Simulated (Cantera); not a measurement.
An isothermal, constant-pressure homogeneous reactor starts with C2H4 : H2 : N2 = 1 : 2.7 : 0.013 (molar parts), at 1298 K and 0.0263 atm.

Model: GRI-Mech 3.0 (53 species, 325 reactions), integrated in Cantera. GRI-Mech 3.0 was tuned for natural gas; its chemistry of ethylene as a main component is partial and can be far from experiment. GRI-Mech 3.0 stops at C3 and has no aromatics, soot or wall deposition, so with more carbon than oxygen in the feed, carbon stays in small species such as C2H2 where larger ones or solid carbon would form. Radical loss at walls, strong at low pressure, is not modelled.

One state of this run: x C2H4 = 0.225; x H2 = 0.736; x CH3 = 2.38e-7; x CH2 = 3.20e-11; x H = 8.65e-6. x: mole fraction; the columns are a selection and need not sum to one.

Problem. Which value of t (s) does it belong to?
(A) 0.00150
(B) 7.98e-5
(C) 0.000212
(D) 0.531

Solution. D, 0.531
